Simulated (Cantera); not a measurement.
Charge: 1 mol SiCl₄, 0.68 mol Cl₂, 14 mol H₂, at 0.240 bar.

These are equilibrium values from Cantera (NASA tables, ideal gas, pure condensed phases), not measurements of a reactor. Candidate condensed phases: Si; 19 gas species. The tables' values for SiCl₃ are old estimates; treat these amounts as uncertain. The numbers say what is thermodynamically allowed, not how fast it happens. All values below are at 1100 °C.

Base state: H₂ 0.793, HCl 0.145, SiCl₄ 0.0228, SiCl₂ 0.0208, SiCl₃ 0.0101, SiHCl₃ 0.00790, SiH₂Cl₂ 0.000404 (mole fractions); condensed: gas only.

Task: What changes in the equilibrium state with this change: H₂ from 14 to 0.27 mol?

Result: 
```json
[
 {"species": "SiCl₄", "before": "0.0228", "after": "0.507"},
 {"species": "HCl", "before": "0.145", "after": "0.274"},
 {"species": "Cl₂", "before": "<1e-9", "after": "0.198"},
 {"species": "H₂", "before": "0.793", "after": "5.47e-9"},
 {"species": "SiCl₂", "before": "0.0208", "after": "<1e-9"},
 {"species": "Cl", "before": "9.17e-7", "after": "0.0209"},
 {"species": "SiCl₃", "before": "0.0101", "after": "9.91e-6"},
 {"species": "SiHCl₃", "before": "0.00790", "after": "<1e-9"},
 {"species": "SiH₂Cl₂", "before": "0.000404", "after": "<1e-9"}
]
```
